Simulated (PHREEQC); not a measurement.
Consider water at 25 °C with 0.22 mol LiBr per kg of water. Closed to the air; pH follows from the charge balance.

Equilibrium calculation in PHREEQC: ion-association model, phreeqc.dat.

ionic strength: 0.220 mol/kgw
activity of water: 0.993
specific conductance: 19600 µS/cm
density: 1.011 g/cm³

```json
[
 {"species": "Br-", "molality": "0.220", "activity": "0.151", "log γ": "-0.164"},
 {"species": "Li+", "molality": "0.220", "activity": "0.165", "log γ": "-0.124"},
 {"species": "OH-", "molality": "1.34e-7", "activity": "9.41e-8", "log γ": "-0.155"},
 {"species": "H+", "molality": "1.34e-7", "activity": "1.07e-7", "log γ": "-0.100"}
]
```

No solid was allowed to form.
